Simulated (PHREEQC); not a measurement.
Consider water at 20 °C with 0.009 mol HCl and 0.059 mol ZnSO4 per kg of water. Closed to the air; pH follows from the charge balance.

Computed with PHREEQC (ion-association model, wateq4f.dat).

No solid was allowed to form.

Question: Order these Zn species by the share of Zn that they hold, largest first: ZnCl+, Zn+2, Zn(SO4)2-2, ZnSO4.

Answer: Zn+2 (55 %), ZnSO4 (37 %), Zn(SO4)2-2 (7.7 %), ZnCl+ (0.38 %)

Question: Order these S species by the share of S that they hold, largest first: ZnSO4, SO4-2, HSO4-, Zn(SO4)2-2.

Answer: SO4-2 (41 %), ZnSO4 (37 %), Zn(SO4)2-2 (15 %), HSO4- (6.7 %)

The pH is 2.38 and the ionic strength 0.131 mol/kgw.
